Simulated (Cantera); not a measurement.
A perfectly stirred reactor is fed with CH4 : H2 : N2 = 0.049 : 1 : 0.00049 (molar parts), at 0.247 atm; it is held at 1700 K, and followed from long to short residence time.

Detailed kinetics in Cantera: GRI-Mech 3.0 (53 species, 325 reactions). GRI-Mech 3.0 stops at C3 and has no aromatics, soot or wall deposition, so with more carbon than oxygen in the feed, carbon stays in small species such as C2H2 where larger ones or solid carbon would form.

Problem. What does this change do: temperature 1700 to 1400 K?

Solution. 
```
quantity                  before     after
----------------------  --------  --------
x(CH4) at τ = 10.0 s     0.00729    0.0437
x(H2) at τ = 10.0 s        0.973     0.954
x(C2H) at τ = 10.0 s     3.09e-8  1.03e-11
x(H) at τ = 10.0 s      0.000290   8.76e-6
x(C2H6) at τ = 10.0 s    2.58e-7   2.27e-6
x(CH4) at τ = 42.0 ms     0.0402    0.0467
x(H2) at τ = 42.0 ms       0.956     0.953
x(C2H) at τ = 42.0 ms    4.44e-9    <1e-12
x(H) at τ = 42.0 ms     0.000263   7.34e-6
x(C2H6) at τ = 42.0 ms   5.56e-6   1.26e-6
```

Problem. What does this change do: pressure from 0.247 atm to 0.132 atm?

Solution. 
```tsv
quantity	before	after
x(CH4) at τ = 10.0 s	0.00729	0.00687
x(H2) at τ = 10.0 s	0.973	0.973
x(C2H) at τ = 10.0 s	3.09e-8	4.26e-8
x(H) at τ = 10.0 s	0.000290	0.000394
x(C2H6) at τ = 10.0 s	2.58e-7	1.96e-7
x(CH4) at τ = 42.0 ms	0.0402	0.0411
x(H2) at τ = 42.0 ms	0.956	0.955
x(C2H) at τ = 42.0 ms	4.44e-9	4.84e-9
x(H) at τ = 42.0 ms	0.000263	0.000344
x(C2H6) at τ = 42.0 ms	5.56e-6	5.47e-6
```
